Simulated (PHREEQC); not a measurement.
Solution A (0.029 mol/kgw KH2PO4, 0.0012 mol/kgw HNO3 and 5.9e-05 mol/kgw NiSO4) is mixed with solution B (8.7 mmol/kgw CuCl2 and 0.13 mmol/kgw H3BO3) at 30 °C; shares are by mass of water, 1 kg in all. Oxygen is held at 0.21 atm. No CO2 enters from the air. The run lets Cu(OH)2, Brochantite, Antlerite, Atacamite, Cu2(OH)3NO3, Cu3(PO4)2:3H2O, Ni(OH)2, Ni3(PO4)2, Ni4(OH)6SO4, Chalcanthite, Morenosite precipitate or redissolve, and no other solid.

Model: ion-association model, wateq4f.dat, run in PHREEQC.

| share of solution B | pH | Atacamite (mol) | Cu3(PO4)2:3H2O (mol) |
|---|---|---|---|
| 0 | 3.60 | 0 | 0 |
| 0.05 | 3.61 | 0 | 0 |
| 0.1 | 3.62 | 0 | 0 |
| 0.2 | 3.63 | 0 | 0 |
| 0.25 | 3.64 | 0 | 0 |
| 0.3 | 3.65 | 0 | 0 |
| 0.35 | 3.66 | 0 | 0 |
| 0.4 | 3.67 | 0 | 0 |
| 0.45 | 3.68 | 0 | 0 |
| 0.55 | 3.71 | 0 | 0 |
| 0.6 | 3.74 | 0 | 0 |
| 0.65 | 3.76 | 0 | 0 |
| 0.7 | 3.79 | 0 | 0 |
| 0.75 | 3.84 | 0 | 0 |
| 0.8 | 3.89 | 0 | 0 |
| 0.9 | 4.05 | 0 | 2.61e-6 |
| 0.95 | 4.19 | 0 | 5.58e-6 |
| 1 | 4.53 | 8.08e-6 | 0 |

Cu3(PO4)2:3H2O from share of solution B = 0.9 (pH 4.05), last present at share of solution B = 0.95; Atacamite from share of solution B = 1 (pH 4.53).

H3PO4, which wateq4f.dat lacks, is added to it with the constant of phreeqc.dat. The database has no phosphate complexes of Cu, Ni.
